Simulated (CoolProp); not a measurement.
Aqueous potassium carbonate as a coolant, at 25 °C, 1 atm.

The numbers come from the Melinder's fits for secondary coolants in CoolProp.

| mass % | freezing point (°C) | cp (kJ/(kg K)) | Prandtl number | viscosity (mPa s) | conductivity (W/(m K)) |
|---|---|---|---|---|---|
| 4.7 | -1.5 | 3.926 | 6.44 | 0.989 | 0.603 |
| 8.3 | -2.9 | 3.771 | 6.84 | 1.09 | 0.599 |
| 11.9 | -4.4 | 3.630 | 7.33 | 1.20 | 0.595 |
| 15.4 | -6.1 | 3.494 | 7.88 | 1.33 | 0.591 |
| 19 | -8.1 | 3.355 | 8.54 | 1.50 | 0.588 |
| 22.6 | -10.7 | 3.218 | 9.34 | 1.70 | 0.585 |
| 26.1 | -13.9 | 3.092 | 10.3 | 1.94 | 0.581 |
| 29.7 | -18.2 | 2.976 | 11.7 | 2.26 | 0.578 |
| 33.3 | -23.7 | 2.876 | 13.5 | 2.68 | 0.573 |
| 36.9 | -30.5 | 2.790 | 15.9 | 3.24 | 0.568 |
